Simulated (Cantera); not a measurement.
A closed system holds: 1 mol SiO₂, a varied amount of H₂, held at 1698 K and 1000 Pa.

Cantera equilibrium calculation (NASA polynomials, part measured and part estimated; ideal gas, pure solids and liquids). Candidate condensed phases: H₂O, Si, SiO₂; 18 gas species. The tables hold silica as quartz up to 1696 K and as liquid above; real silica turns to tridymite and cristobalite and melts near 1996 K. Kinetics and transport are ignored.

### Question
What share of the Si ends up in condensed phases as a function of n(H₂) (mol), at 9.2, 13, 19, 27, 39, 57, 82, 120, 170, 240, 350, 500?

### Answer
| n(H₂) (mol) | Si condensed (%) | as |
|---|---|---|
| 9.2 | 95.3 | SiO₂(condensed) |
| 13 | 93.3 | SiO₂(condensed) |
| 19 | 90.2 | SiO₂(condensed) |
| 27 | 86.1 | SiO₂(condensed) |
| 39 | 79.9 | SiO₂(condensed) |
| 57 | 70.7 | SiO₂(condensed) |
| 82 | 57.8 | SiO₂(condensed) |
| 120 | 38.3 | SiO₂(condensed) |
| 170 | 12.6 | SiO₂(condensed) |
| 240 | 0.0 | - |
| 350 | 0.0 | - |
| 500 | 0.0 | - |
